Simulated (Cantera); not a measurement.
# Gas activation for diamond growth

An isothermal, constant-pressure homogeneous reactor starts with 0.424 % CH4, 98.6 % H2, 0.986 % O2, equivalence ratio 51, at 2975 K and 20.0 Torr.

Detailed kinetics in Cantera: GRI-Mech 3.0 (53 species, 325 reactions). Radical loss at walls, strong at low pressure, is not modelled.

| t (s) | x CH4 | x H2 | x O2 | x CO2 | x O |
|---|---|---|---|---|---|
| 0.000100 | 0.00295 | 0.959 | 0.00436 | 4.34e-6 | 2.29e-5 |
| 0.000335 | 0.00174 | 0.931 | 5.05e-6 | 2.36e-6 | 9.18e-6 |
| 0.00112 | 0.000432 | 0.906 | 1.71e-7 | 2.46e-6 | 2.26e-5 |
| 0.00376 | 5.19e-5 | 0.869 | 3.30e-7 | 7.16e-6 | 4.88e-5 |
| 0.0126 | 6.71e-11 | 0.783 | 1.05e-6 | 8.43e-6 | 0.000164 |
| 0.0422 | <1e-12 | 0.608 | 4.80e-6 | 7.54e-6 | 0.000750 |
| 0.141 | <1e-12 | 0.442 | 1.18e-5 | 6.22e-6 | 0.00199 |
| 0.474 | <1e-12 | 0.409 | 1.34e-5 | 5.89e-6 | 0.00234 |
| 1.59 | <1e-12 | 0.409 | 1.34e-5 | 5.88e-6 | 0.00234 |
| 5.32 | <1e-12 | 0.409 | 1.34e-5 | 5.88e-6 | 0.00234 |
| 17.8 | <1e-12 | 0.409 | 1.34e-5 | 5.88e-6 | 0.00234 |
| 59.7 | <1e-12 | 0.409 | 1.34e-5 | 5.88e-6 | 0.00234 |
| 200 | <1e-12 | 0.409 | 1.34e-5 | 5.88e-6 | 0.00234 |
x: mole fraction; the columns are a selection and need not sum to one.

Equilibrium at this temperature and pressure: CH4 <1e-12, H2 0.409, O2 1.34e-5, CO2 5.88e-6, O 0.00234 (gas phase only).
